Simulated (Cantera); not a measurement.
An isothermal, constant-pressure homogeneous reactor starts with 7.69 % NH₃, 92.3 % H₂, at 2023 K and 31000 Pa.

Cantera simulation using the gas-phase N/H chemistry of the illustrative SiF4/NH3 mechanism in the Surface Chemkin manual (1991); the numbers are that mechanism's predictions, not measurements. Walls and surfaces, which speed up NH3 decomposition in real reactors, are not modelled.

x: mole fraction; the columns are a selection and need not sum to one.

```
t (s)          x NH₃   x H₂        x N₂       x NH₂        x NH
--------  ----------  -----  ----------  ----------  ----------
1.00e-6       0.0769  0.923      <1e-12     2.00e-7    1.37e-12
3.15e-6       0.0769  0.923      <1e-12     5.05e-7    2.10e-11
9.92e-6       0.0769  0.923      <1e-12     1.46e-6    2.52e-10
3.12e-5       0.0769  0.923    1.69e-11     4.45e-6     2.67e-9
9.84e-5       0.0769  0.923     2.28e-9     1.39e-5     2.70e-8
0.000310      0.0769  0.923     2.16e-7     4.34e-5     2.67e-7
0.000976      0.0767  0.923     1.31e-5    0.000130     2.39e-6
0.00307       0.0758  0.923    0.000395    0.000244     8.48e-6
0.00968       0.0716  0.925  (withheld)    0.000242     8.88e-6
0.0305        0.0600  0.931     0.00774    0.000215     8.39e-6
0.0960        0.0347  0.944      0.0195    0.000150     7.02e-6
0.302        0.00650  0.958      0.0326     4.77e-5     3.84e-6
0.953       0.000489  0.961      0.0354     4.99e-6     5.61e-7
3.00      (withheld)  0.961      0.0356  (withheld)  (withheld)
```

**Question.** Fill in the missing entries.

**Answer.** 
- 0.00968, x N₂: 0.00233
- 3.00, x NH₃: 0.000108
- 3.00, x NH₂: 1.11e-6
- 3.00, x NH: 1.26e-7
